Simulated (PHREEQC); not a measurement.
Make-up at 25 °C: 0.0087 mol HF, 0.059 mol NaF and 4e-05 mol H4SiO4 per kg of water. Closed to the air; pH follows from the charge balance.

All values are PHREEQC results (ion-association model, phreeqc.dat), not measurements.

This is a speciation only: nothing precipitates in the calculation.

Problem. Order these F species by the share of F that they hold, largest first: SiF6-2, HF, NaF, F-, HF2-.

Solution. F- (83 %), HF (10 %), HF2- (4.4 %), NaF (1.8 %), SiF6-2 (0.35 %)

The pH is 3.98 and the ionic strength 0.0580 mol/kgw. Complexes and solids missing from the database can't appear. SiF6-2 is the database's only silicon fluoride.
